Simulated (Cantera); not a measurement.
**Reactions in the system Al-I-N**

Source: NASA polynomial tables (part measured, part estimated), evaluated in Cantera. Values are per mole of reaction as written; species without (g) are pure solids or liquids, kept so even where they would boil at 1 bar.

3 I₂ + 2 AlN ⇌ N₂(g) + 2 AlI₃(g)

```tsv
T (K)	ΔH° (kJ)	ΔS° (J/K)	ΔG° (kJ)	log10 K
398	196.3	411.5	32.5	-4.27
423	193.2	403.9	22.3	-2.76
448	190.0	396.7	12.3	-1.44
473	186.8	389.8	2.5	-0.28
498	183.6	383.1	-7.2	0.75
523	180.4	376.8	-16.7	1.66
548	177.1	370.7	-26.0	2.48
573	173.8	364.8	-35.2	3.21
598	170.5	359.1	-44.3	3.87
```
